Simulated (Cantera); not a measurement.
Input (Python, Cantera):

```python
import numpy as np
import cantera as ct

gas = ct.Solution("gri30.yaml")
gas.TPX = 1650, 100000, {'CH4': 1, 'CO': 0.6, 'O2': 1.28, 'N2': 4.8}
reactor = ct.IdealGasReactor(gas, energy="on", clone=False)
net = ct.ReactorNet([reactor])
net.rtol, net.atol = 1e-08, 1e-16
show = ['CH4', 'CO', 'O2', 'C2H', 'O', 'H2O']
times = np.geomspace(5e-06, 1, 14)

steps = ct.SolutionArray(gas, extra=["t"])
rows = []
print(f"{'t/s':>10s}{'T/K':>9s}{'P/Pa':>11s}" + "".join(f"{s:>11s}" for s in show))
for t in times:
    while net.time < t:
        t_next = net.step()
        steps.append(gas.state, t=t_next)
    rows.append([np.interp(t, steps.t, y) for y in (steps.T, steps.P, *steps(*show).X.T)])
    print(f"{t:10.3e}{rows[-1][0]:9.1f}{rows[-1][1]:11.4g}" + "".join(f"{x:11.3e}" for x in rows[-1][2:]))
rate = np.gradient(steps.T, steps.t)
print("integrator steps:", len(steps.t))
if steps.T.max() > steps.T[0] + 200:
    print(f"time of steepest temperature rise: {steps.t[rate.argmax()]:.4e} s")
gas.TPX = 1650, 100000, {'CH4': 1, 'CO': 0.6, 'O2': 1.28, 'N2': 4.8}
gas.equilibrate("UV")
print(f"equilibrium (UV): T = {gas.T:.1f} K  " + "  ".join(f"{s} {gas[s].X[0]:.3e}" for s in show))
```

Result:

```
       t/s      T/K       P/Pa        CH4         CO         O2        C2H          O        H2O
 5.000e-06   1649.9      1e+05  1.302e-01  7.812e-02  1.667e-01  7.164e-21  7.191e-08  2.615e-06
 1.279e-05   1649.9  9.999e+04  1.302e-01  7.812e-02  1.667e-01  7.866e-19  9.661e-08  1.008e-05
 3.270e-05   1649.8  9.999e+04  1.301e-01  7.811e-02  1.666e-01  9.965e-17  1.737e-07  4.454e-05
 8.362e-05   1650.1      1e+05  1.297e-01  7.808e-02  1.664e-01  2.035e-14  4.577e-07  2.496e-04
 2.138e-04   1662.4  1.008e+05  1.257e-01  7.825e-02  1.642e-01  1.577e-11  2.122e-06  2.532e-03
 5.468e-04   2928.5  1.989e+05  1.939e-12  1.533e-01  1.486e-03  7.195e-16  2.421e-03  1.293e-01
 1.398e-03   2922.0  1.985e+05  2.042e-12  1.536e-01  1.384e-03  7.225e-16  2.285e-03  1.288e-01
 3.576e-03   2921.7  1.984e+05  2.046e-12  1.536e-01  1.380e-03  7.225e-16  2.279e-03  1.288e-01
 9.144e-03   2921.7  1.984e+05  2.046e-12  1.536e-01  1.380e-03  7.225e-16  2.279e-03  1.288e-01
 2.338e-02   2921.7  1.984e+05  2.046e-12  1.536e-01  1.380e-03  7.225e-16  2.279e-03  1.288e-01
 5.980e-02   2921.7  1.984e+05  2.046e-12  1.536e-01  1.380e-03  7.225e-16  2.279e-03  1.288e-01
 1.529e-01   2921.7  1.984e+05  2.046e-12  1.536e-01  1.380e-03  7.225e-16  2.279e-03  1.288e-01
 3.910e-01   2921.7  1.984e+05  2.046e-12  1.536e-01  1.380e-03  7.225e-16  2.279e-03  1.288e-01
 1.000e+00   2921.7  1.984e+05  2.046e-12  1.536e-01  1.380e-03  7.225e-16  2.279e-03  1.288e-01
integrator steps: 1748
time of steepest temperature rise: 3.6548e-04 s
equilibrium (UV): T = 2921.7 K  CH4 2.397e-12  CO 1.536e-01  O2 1.380e-03  C2H 7.661e-16  O 2.279e-03  H2O 1.288e-01
```

Model: GRI-Mech 3.0 (53 species, 325 reactions), integrated in Cantera.
